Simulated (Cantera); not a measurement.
**Equilibrium for fluorocarbon and chlorocarbon gases: CHF3 + H2 + CH4**

A closed system holds: 1 mol CHF3, 0.042 mol H2, 0.24 mol CH4, at 0.548 Torr.

Cantera equilibrium calculation (NASA polynomials, part measured and part estimated; ideal gas, pure solids and liquids). Candidate condensed phases: C, C6H6, C7H8, C8H18; 95 gas species. Gases not in the tables: C2F6 and larger saturated fluorocarbons. Rates play no part.

```csv
T (K),log p HF,log p F,log p CF4,log p H,log p CF2,log p C3,log p CF,log p C,n C(graphite)
1850,-3.20,-4.68,-4.24,-8.73,-4.66,-12.30,-7.36,-12.03,0.982
1925,-3.22,-4.37,-4.39,-8.41,-4.43,-11.39,-6.87,-11.25,0.973
2000,-3.24,-4.11,-4.66,-8.09,-4.29,-10.56,-6.45,-10.52,0.976
2075,-3.26,-3.93,-5.14,-7.73,-4.26,-9.78,-6.11,-9.84,1.01
2150,-3.27,-3.82,-5.80,-7.34,-4.35,-9.07,-5.86,-9.21,1.06
2225,-3.28,-3.75,-6.57,-6.94,-4.51,-8.40,-5.65,-8.63,1.11
2300,-3.29,-3.71,-7.37,-6.54,-4.70,-7.78,-5.49,-8.08,1.15
2375,-3.30,-3.68,-8.17,-6.14,-4.91,-7.19,-5.34,-7.56,1.17
2450,-3.30,-3.67,-8.97,-5.77,-5.12,-6.65,-5.22,-7.08,1.18
2525,-3.31,-3.66,-9.74,-5.41,-5.34,-6.14,-5.11,-6.63,1.18
2600,-3.32,-3.65,-10.47,-5.07,-5.54,-5.65,-5.01,-6.20,1.16
2675,-3.33,-3.64,-11.15,-4.76,-5.73,-5.20,-4.91,-5.80,1.09
2750,-3.37,-3.64,-11.80,-4.49,-5.91,-4.77,-4.82,-5.42,0.907
2825,-3.44,-3.63,-12.42,-4.26,-6.09,-4.37,-4.74,-5.06,0.426
```
log p: log10 of the partial pressure in bar; n: condensed amount in mol.

From 1850 K to 2825 K the condensed part is C(graphite). The main C-bearing gas is CF4 at 1850 K and C3 at 2825 K. The share of C in condensed phases is highest at 2450 K (95.3 %) and lowest at 2825 K (34.4 %).
